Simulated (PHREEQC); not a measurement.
Consider water at 25 °C with 0.013 mol Al2(SO4)3, 0.00062 mol CuCl2 and 7e-05 mol NaF per kg of water. Closed to the air; pH follows from the charge balance.

Computed with PHREEQC (ion-association model, wateq4f.dat).

The pH is 3.99. The ionic strength is 0.0553 mol/kgw.

```csv
species,molality,activity,log γ
AlSO4+,0.0187,0.0152,-0.089
SO4-2,0.0131,0.00586,-0.348
Al+3,0.00357,0.000823,-0.637
Al(SO4)2-,0.00347,0.00282,-0.089
Cl-,0.00124,0.000999,-0.094
Cu+2,0.000398,0.000187,-0.328
CuSO4,0.000221,0.000224,0.006
AlOH+2,0.000176,8.05e-5,-0.339
H+,0.000120,0.000102,-0.071
```

This is a speciation only: nothing precipitates in the calculation. Examples of supersaturated solids here: Basaluminite, Gibbsite (slow to form). Others may be too. Fluoro complexes past AlF4- and FeF3 are missing from the database.
